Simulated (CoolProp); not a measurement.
Values from CoolProp's reference Helmholtz-energy equation of state, Thol 2019.

Q: Give the vapour pressure (bar), liquid density (kg/m³), liquid cp (kJ/(kg K)), vapour Z of saturated tetradecamethylhexasiloxane (MD4M) at 525.8 K.

A: 
| T (K) | p (bar) | liquid density (kg/m³) | liquid cp (kJ/(kg K)) | vapour Z |
|---|---|---|---|---|
| 525.8 | 0.866 | 647 | 2.19 | 0.892 |
